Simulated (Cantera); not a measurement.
What does this Cantera script print?

```python
import numpy as np
import cantera as ct

gas = ct.Solution("gri30.yaml")
gas.TPX = 1400, 120000, {'CO': 0.002, 'O2': 0.005, 'H2O': 0.005, 'N2': 1}
reactor = ct.IdealGasConstPressureReactor(gas, energy="off", clone=False)
net = ct.ReactorNet([reactor])
net.rtol, net.atol = 1e-08, 1e-18
show = ['CO', 'O2', 'H2O', 'H', 'O']
times = np.geomspace(8e-06, 10, 14)

steps = ct.SolutionArray(gas, extra=["t"])
rows = []
print(f"{'t/s':>10s}{'T/K':>9s}{'P/Pa':>11s}" + "".join(f"{s:>11s}" for s in show))
for t in times:
    while net.time < t:
        t_next = net.step()
        steps.append(gas.state, t=t_next)
    rows.append([np.interp(t, steps.t, y) for y in (steps.T, steps.P, *steps(*show).X.T)])
    print(f"{t:10.3e}{rows[-1][0]:9.1f}{rows[-1][1]:11.4g}" + "".join(f"{x:11.3e}" for x in rows[-1][2:]))
rate = np.gradient(steps.T, steps.t)
print("integrator steps:", len(steps.t))
if steps.T.max() > steps.T[0] + 200:
    print(f"time of steepest temperature rise: {steps.t[rate.argmax()]:.4e} s")
gas.TPX = 1400, 120000, {'CO': 0.002, 'O2': 0.005, 'H2O': 0.005, 'N2': 1}
gas.equilibrate("TP")
print(f"equilibrium (TP): T = {gas.T:.1f} K  " + "  ".join(f"{s} {gas[s].X[0]:.3e}" for s in show))
```

It prints:

```
       t/s      T/K       P/Pa         CO         O2        H2O          H          O
 8.000e-06   1400.0    1.2e+05  1.976e-03  4.941e-03  4.941e-03  2.600e-13  6.870e-11
 2.355e-05   1400.0    1.2e+05  1.976e-03  4.941e-03  4.941e-03  2.265e-12  1.979e-10
 6.935e-05   1400.0    1.2e+05  1.976e-03  4.941e-03  4.941e-03  2.084e-11  5.535e-10
 2.042e-04   1400.0    1.2e+05  1.976e-03  4.941e-03  4.941e-03  1.842e-10  1.568e-09
 6.013e-04   1400.0    1.2e+05  1.976e-03  4.941e-03  4.941e-03  1.930e-09  7.848e-09
 1.770e-03   1400.0    1.2e+05  1.975e-03  4.940e-03  4.940e-03  1.477e-07  5.116e-07
 5.213e-03   1400.0    1.2e+05  9.644e-04  4.397e-03  4.745e-03  1.048e-04  1.545e-04
 1.535e-02   1400.0    1.2e+05  8.071e-05  3.982e-03  4.902e-03  6.831e-06  2.292e-05
 4.519e-02   1400.0    1.2e+05  7.658e-06  3.955e-03  4.935e-03  2.903e-07  2.753e-06
 1.331e-01   1400.0    1.2e+05  7.040e-07  3.955e-03  4.942e-03  2.104e-08  4.848e-07
 3.918e-01   1400.0    1.2e+05  9.232e-08  3.955e-03  4.944e-03  2.939e-09  1.312e-07
 1.153e+00   1400.0    1.2e+05  3.319e-08  3.956e-03  4.944e-03  9.600e-10  6.156e-08
 3.396e+00   1400.0    1.2e+05  2.836e-08  3.956e-03  4.944e-03  8.082e-10  5.471e-08
 1.000e+01   1400.0    1.2e+05  2.834e-08  3.956e-03  4.944e-03  8.076e-10  5.468e-08
integrator steps: 1350
equilibrium (TP): T = 1400.0 K  CO 2.854e-08  O2 3.900e-03  H2O 4.944e-03  H 8.105e-10  O 5.430e-08
```

Model: GRI-Mech 3.0 (53 species, 325 reactions), integrated in Cantera.
